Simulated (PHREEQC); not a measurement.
Make-up at 25 °C: 60 mmol/kgw TMAH, 3.6 mmol/kgw K2SiO3 and 0.068 mmol/kgw Na2CO3. Closed to the air; pH follows from the charge balance.

Model: ion-association model, phreeqc.dat, run in PHREEQC.

**Question.** The ionic strength comes out as 0.0688 mol/kgw. What activity coefficients do CO3-2, Na+, K+, H3SiO4-, H2SiO4-2 get?

**Answer.** CO3-2 0.43, Na+ 0.81, K+ 0.79, H3SiO4- 0.80, H2SiO4-2 0.43.

Precipitation was switched off in this run. Species that the database lacks are ignored. (CH3)4N+ isn't in the database: it is added as a free cation with an ion size of 4 Å.
